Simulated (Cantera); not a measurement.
Transport properties of process gases

Gas mixture: CO2 : N2 = 0.73 : 0.98 (molar parts), at 0.375 Torr, frozen composition.

Cantera's kinetic-theory transport with the Lennard-Jones parameters of GRI-Mech 3.0, ideal gas; thermal conductivity in the mixture-averaged form.

| T (K) | ρ (kg/m³) | cp (J/kg/K) | μ (µPa s) | λ (mW/m/K) | Pr | D (cm²/s) H2 | D (cm²/s) O | D (cm²/s) N2 |
|---|---|---|---|---|---|---|---|---|
| 400 | 0.000524 | 988.0 | 21.1 | 29.4 | 0.710 | 2410 | 976 | 540 |
| 500 | 0.000419 | 1034 | 25.2 | 36.4 | 0.714 | 3510 | 1440 | 802 |
| 600 | 0.000349 | 1075 | 28.9 | 43.3 | 0.716 | 4770 | 1960 | 1100 |
| 700 | 0.000299 | 1112 | 32.3 | 50.0 | 0.718 | 6180 | 2550 | 1440 |
| 800 | 0.000262 | 1147 | 35.5 | 56.5 | 0.720 | 7720 | 3190 | 1810 |
| 900 | 0.000233 | 1178 | 38.5 | 62.8 | 0.723 | 9400 | 3890 | 2210 |
| 1000 | 0.000210 | 1204 | 41.4 | 68.8 | 0.725 | 11200 | 4640 | 2640 |
| 1100 | 0.000190 | 1226 | 44.2 | 74.7 | 0.725 | 13100 | 5440 | 3100 |
D: mixture-averaged diffusion coefficient of that species in the mixture.
